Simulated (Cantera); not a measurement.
An adiabatic, constant-volume homogeneous reactor starts with CH₄ : O₂ : N₂ : H₂O = 1 : 1.11 : 4.18 : 0.41 (molar parts), at 1200 K and 10.0 bar. Integrator tolerance rtol = 1e-08.

Model: GRI-Mech 3.0 (53 species, 325 reactions), integrated in Cantera.

```json
[
 {"quantity": "time of steepest temperature rise", "before": "6.29 ms", "after": "0.333 ms"},
 {"quantity": "temperature at 9.00 s", "before": "2637 K", "after": "2843 K"},
 {"quantity": "equilibrium temperature", "before": "2637 K", "after": "2843 K"},
 {"quantity": "x(CH₄) at 9.00 s", "before": "1.34e-9 (gas-phase equilibrium 1.50e-9)", "after": "5.03e-10 (gas-phase equilibrium 5.66e-10)"},
 {"quantity": "x(O₂) at 9.00 s", "before": "1.13e-5 (gas-phase equilibrium 1.13e-5)", "after": "6.85e-5 (gas-phase equilibrium 6.85e-5)"},
 {"quantity": "x(H₂O) at 9.00 s", "before": "0.189 (gas-phase equilibrium 0.189)", "after": "0.187 (gas-phase equilibrium 0.187)"},
 {"quantity": "x(HO₂) at 9.00 s", "before": "3.86e-8 (gas-phase equilibrium 3.86e-8)", "after": "2.25e-7 (gas-phase equilibrium 2.25e-7)"},
 {"quantity": "x(N₂O) at 9.00 s", "before": "4.12e-8 (gas-phase equilibrium 4.12e-8)", "after": "1.29e-7 (gas-phase equilibrium 1.29e-7)"}
]
```

Which change was made?
A. initial temperature 1200 to 1475 K
B. pressure from 10.0 bar to 18.0 bar
C. constant pressure in place of constant volume
D. pressure from 10.0 bar to 2.40 bar

A, initial temperature 1200 to 1475 K
